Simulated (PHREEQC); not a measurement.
Synthetic water in mg/L, 25 °C, pH 2.08, pe 8.6:

```
constituent               mg/L
-----------------------  -----
Na                         234
K                         13.2
Ca                         678
Mg                         101
Cl                         138
S(6) as SO4               3140
Mn(2)                     1.53
Cu(2)                     10.3
O(0) (dissolved oxygen)    1.7
Zn                       0.871
```

Cl is adjusted to close the charge balance.
Valence states are taken as typed.

All values are PHREEQC results (ion-association model, phreeqc.dat), not measurements.

This is a speciation only: nothing precipitates in the calculation.

Question: Order these Zn species by the share of Zn that they hold, largest first: Zn(SO4)2-2, ZnSO4, Zn+2, ZnCl+.

Answer: Zn+2 (57 %), ZnSO4 (37 %), Zn(SO4)2-2 (5.5 %), ZnCl+ (0.32 %)

The pH is 2.08 and the ionic strength 0.0786 mol/kgw. The solution is supersaturated, for example in Gypsum, so a real one may precipitate; this is no full list. Complexes and solids missing from the database can't appear.
